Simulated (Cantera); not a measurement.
A closed system holds: 1 mol CH3Cl, a varied amount of H2, equilibrated at 1.00 bar.

Equilibrium computed with Cantera from the NASA thermochemical tables; the gas is ideal and each condensed phase is pure. Candidate condensed phases: C, C6H6, C7H8, C8H18; 91 gas species. Rates play no part.

Stable condensed phases, one row left out:

```
T in K \ n(H2) in mol
         0.99  1.3  1.6  2.1  2.6  3.4  4.3
   3450     A    A    A    A    A    A    A
   3350     B    B    B    A    A    A    A
   3300     B    B    B    B    A    A    A
   3250     B    B    B    B    B    A    A
   3200     B    B    B    B    B    B    A
   3150     B    B    B    B    B    B    B
   3100     B    B    B    B    B    B    B
   3050     B    B    B    B    B    B    B
   3000     B    B    B    B    B    B    B
   2950     B    B    B    B    B    B    B
```

A: gas only; B: C.

Give the row for 3400 K.

0.99: C; 1.3: C; 1.6: gas only; 2.1: gas only; 2.6: gas only; 3.4: gas only; 4.3: gas only.
